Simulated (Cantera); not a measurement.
What does this Cantera script print?

```python
import numpy as np
import cantera as ct

gas = ct.Solution("gri30.yaml")
gas.TPX = 625, 22000, {'CH4': 1, 'C2H6': 0.071, 'C3H8': 1, 'O2': 7.88, 'N2': 29.6, 'H2O': 1.1}
flame = ct.FreeFlame(gas, width=0.12)
flame.set_refine_criteria(ratio=3, slope=0.08, curve=0.16)
flame.transport_model = "mixture-averaged"
flame.solve(loglevel=0, auto=True)
z, T = flame.grid, flame.T
thick = (T[-1] - T[0]) / np.gradient(T, z).max()
show = ['CH4', 'C2H6', 'C3H8', 'H2O', 'NO', 'CH2']
print(f"laminar burning velocity  {flame.velocity[0] * 100:.3f} cm/s")
print(f"burnt temperature         {T[-1]:.1f} K")
print(f"thermal thickness         {thick * 1e3:.4f} mm")
print(f"grid points               {len(z)}")
z0 = z[flame.heat_release_rate.argmax()]
print(f"{'z/mm':>9s}{'T/K':>9s}{'u/(m/s)':>9s}" + "".join(f"{s:>11s}" for s in show))
rows = []
for k in (-3, -2, -1.5, -1, -0.5, -0.25, 0, 0.25, 0.5, 1, 2, 4, 8):
    zz = z0 + k * thick
    rows.append([k * thick, np.interp(zz, z, T), np.interp(zz, z, flame.velocity),
                 *(np.interp(zz, z, flame.X[gas.species_index(s)]) for s in show)])
    print(f"{rows[-1][0] * 1e3:9.3f}{rows[-1][1]:9.1f}{rows[-1][2]:9.3f}" + "".join(f"{x:11.3e}" for x in rows[-1][3:]))
```

Result:

```
laminar burning velocity  189.274 cm/s
burnt temperature         2285.3 K
thermal thickness         1.1581 mm
grid points               162
     z/mm      T/K  u/(m/s)        CH4       C2H6       C3H8        H2O         NO        CH2
   -3.474    625.0    1.894  2.458e-02  1.745e-03  2.458e-02  2.705e-02  3.080e-11  2.417e-18
   -2.316    625.5    1.898  2.453e-02  1.743e-03  2.455e-02  2.711e-02  4.631e-10  9.927e-15
   -1.737    627.9    1.909  2.444e-02  1.741e-03  2.450e-02  2.746e-02  2.819e-09  2.356e-12
   -1.158    650.3    1.988  2.398e-02  1.767e-03  2.424e-02  3.028e-02  2.892e-08  9.660e-10
   -0.579    892.0    2.785  2.034e-02  2.438e-03  1.910e-02  5.368e-02  4.239e-07  5.229e-07
   -0.290   1246.7    3.991  1.385e-02  1.908e-03  7.273e-03  8.548e-02  1.287e-06  1.574e-05
    0.000   1621.5    5.293  4.912e-03  2.067e-04  3.271e-04  1.199e-01  3.203e-06  6.254e-05
    0.290   1791.2    5.874  6.979e-04  2.036e-06  8.246e-07  1.382e-01  5.973e-06  2.537e-05
    0.579   1831.5    5.998  5.292e-05  4.556e-09  3.244e-10  1.433e-01  8.036e-06  2.157e-06
    1.158   1860.7    6.062  2.800e-07  9.822e-14  5.193e-16  1.427e-01  1.007e-05  8.523e-09
    2.316   1896.5    6.147  3.916e-11  1.966e-19  1.639e-23  1.412e-01  1.249e-05  1.063e-12
    4.633   1943.8    6.276  1.295e-15  1.362e-24  2.604e-30  1.432e-01  1.692e-05  8.438e-17
    9.265   2008.2    6.454  1.422e-17 -2.525e-32  1.756e-39  1.473e-01  2.572e-05  3.164e-17
```

Cantera simulation using GRI-Mech 3.0 (53 species, 325 reactions); the numbers are that mechanism's predictions, not measurements. GRI-Mech 3.0 was tuned for natural gas; its chemistry of propane as a main component is partial and can be far from experiment. Burning velocities carry a grid error of a few per cent, more on coarse grids.
